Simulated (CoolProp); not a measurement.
A single-stage vapour-compression cycle with CH2F2 (R32): evaporating at 214.15 K (dew point), condensing at 240.15 K (bubble point), superheat 10 K, subcooling 0 K, compressor efficiency 0.75, no pressure losses. Each further row changes one setting.

Values from CoolProp's reference Helmholtz-energy equation of state, Tillner-Roth 1997.

| case | cooling COP | pressure ratio | discharge temperature (K) | refrigerating effect (kJ/kg) | volumetric capacity (kJ/m³) |
|---|---|---|---|---|---|
| as stated | 5.34 | 3.51 | 310.0 | 356 | 701 |
| evaporating temperature 219.15 K | [?] | [?] | 296.4 | [?] | 909 |
| condensing temperature 235.15 K | [?] | 2.83 | [?] | 364 | 717 |
| subcooling 5 K | 5.46 | 3.51 | 310.0 | 364 | 717 |
| superheat 20 K | 5.21 | 3.51 | 322.6 | 364 | 683 |
| compressor efficiency 0.65 | 4.63 | 3.51 | [?] | 356 | 701 |

Q: What belongs in the gaps?

A: 
- evaporating temperature 219.15 K, cooling COP: 6.93
- evaporating temperature 219.15 K, pressure ratio: 2.69
- evaporating temperature 219.15 K, refrigerating effect (kJ/kg): 359
- condensing temperature 235.15 K, cooling COP: 6.75
- condensing temperature 235.15 K, discharge temperature (K): 294.3
- compressor efficiency 0.65, discharge temperature (K): 321.5
